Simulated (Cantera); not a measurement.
# V + O2 + N2 (tantalum, niobium, vanadium and zirconium in process gases)

A closed system holds: 1 mol V, 0.021 mol O2, 6.5 mol N2, held at 1 atm.

Equilibrium computed with Cantera from the NASA thermochemical tables; the gas is ideal and each condensed phase is pure. Candidate condensed phases: V, VN, VO, V2O3, V2O4, V2O5; 13 gas species. Mutual solubility and eutectic melting of coexisting phases are not modelled. VN, VO: taken at fixed stoichiometry. Condensed phases not in the tables: the oxides between V2O3 and V2O5 other than VO2, solid solutions among these carbides, nitrides and lower oxides, V2N. The numbers say what is thermodynamically allowed, not how fast it happens.

From 1175 K to 1675 K the condensed part is VN(s) + V2O3(s). At 1775 K the condensed part is VN(s) + VO(s).

| T (K) | x N2 | x VO2 | x VO | x NO | n VN(s) | n V2O3(s) | n VO(s) |
|---|---|---|---|---|---|---|---|
| 1175 | 1.00 | <1e-12 | <1e-12 | <1e-12 | 0.972 | 0.0140 | 0 |
| 1275 | 1.00 | <1e-12 | <1e-12 | <1e-12 | 0.972 | 0.0140 | 0 |
| 1375 | 1.00 | 1.99e-11 | <1e-12 | 4.90e-12 | 0.972 | 0.0140 | 0 |
| 1475 | 1.00 | 3.45e-10 | 1.37e-11 | 3.86e-11 | 0.972 | 0.0140 | 0 |
| 1575 | 1.00 | 4.09e-9 | 2.77e-10 | 2.34e-10 | 0.972 | 0.0140 | 0 |
| 1675 | 1.00 | 3.56e-8 | 3.84e-9 | 1.14e-9 | 0.972 | 0.0140 | 0 |
| 1775 | 1.00 | 2.11e-7 | 3.68e-8 | 4.35e-9 | 0.958 | 0 | 0.0420 |
x: gas mole fraction; n: condensed amount in mol.
